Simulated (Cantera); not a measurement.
Feed: 1 mol MgO, 0.31 mol C, 2.9 mol H2, held at 0.293 Torr.

These are equilibrium values from Cantera (NASA tables, ideal gas, pure condensed phases), not measurements of a reactor. Candidate condensed phases: C, C6H6, C7H8, C8H18, H2O, Mg, MgCO3, MgO, Mg(OH)2; 139 gas species. Ions and electrons are included (thermal ionisation). The numbers say what is thermodynamically allowed, not how fast it happens.

x: gas mole fraction; nothing condenses.

```tsv
T (K)	x H	x Mg	x O	x e-	x Mg+	x CO	x C
3000	0.733	0.129	0.0871	0.000176	0.000176	0.0401	2.67e-9
3250	0.740	0.128	0.0881	?	?	0.0398	?
3500	0.742	0.126	0.0882	0.00174	0.00174	0.0397	1.40e-6
3750	0.740	0.123	0.0881	0.00437	0.00437	0.0396	1.74e-5
4000	0.736	0.117	0.0877	0.00967	0.00967	0.0392	0.000157
4250	0.729	?	0.0877	?	?	0.0379	?
4500	0.715	0.0897	0.0902	0.0335	0.0335	0.0331	0.00513
4750	0.694	0.0674	0.0975	0.0522	0.0522	0.0221	0.0150
5000	0.671	0.0441	0.106	0.0716	0.0716	0.0101	0.0258
```

Problem. What belongs in the gaps?

Solution. 
- 3250, x e-: 0.000603
- 3250, x Mg+: 0.000603
- 3250, x C: 7.71e-8
- 4250, x Mg: 0.107
- 4250, x e-: 0.0191
- 4250, x Mg+: 0.0191
- 4250, x C: 0.00107
